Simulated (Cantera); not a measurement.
## Thermodynamics of hydrogen reduction and annealing atmospheres, feed TiO2 + H2 + H2O

Input: 1 mol TiO2, 0.35 mol H2, 0.13 mol H2O, at 1330 Pa.

Cantera equilibrium calculation (NASA polynomials, part measured and part estimated; ideal gas, pure solids and liquids). Candidate condensed phases: H2O, Ti, TiO, TiO2, Ti2O3, Ti3O5, Ti4O7; 12 gas species. Mutual solubility and eutectic melting of coexisting phases are not modelled. Condensed phases not in the tables: Magnéli phases beyond Ti4O7. The numbers say what is thermodynamically allowed, not how fast it happens.

From 1050 K to 1950 K the condensed part is TiO2(rutile). At 2050 K the condensed part is TiO2(rutile) + Ti4O7(l).

```csv
T (K),x H2,x H2O,x H,x OH,x TiO2,n TiO2(rutile),n Ti4O7(l)
1050,0.729,0.271,6.00e-8,7.12e-11,<1e-12,1.00,0
1150,0.729,0.271,5.52e-7,1.24e-9,<1e-12,1.00,0
1250,0.729,0.271,3.57e-6,1.37e-8,<1e-12,1.00,0
1350,0.729,0.271,1.76e-5,1.06e-7,<1e-12,1.00,0
1450,0.729,0.271,6.99e-5,6.23e-7,1.36e-11,1.00,0
1550,0.729,0.271,0.000233,2.91e-6,3.70e-10,1.00,0
1650,0.729,0.271,0.000672,1.13e-5,6.69e-9,1.00,0
1750,0.728,0.271,0.00172,3.75e-5,8.60e-8,1.00,0
1850,0.726,0.270,0.00397,0.000109,8.33e-7,1.00,0
1950,0.722,0.269,0.00844,0.000286,6.35e-6,1.000,0
2050,0.590,0.393,0.0151,0.00110,3.94e-5,0.756,0.0610
```
x: gas mole fraction; n: condensed amount in mol.
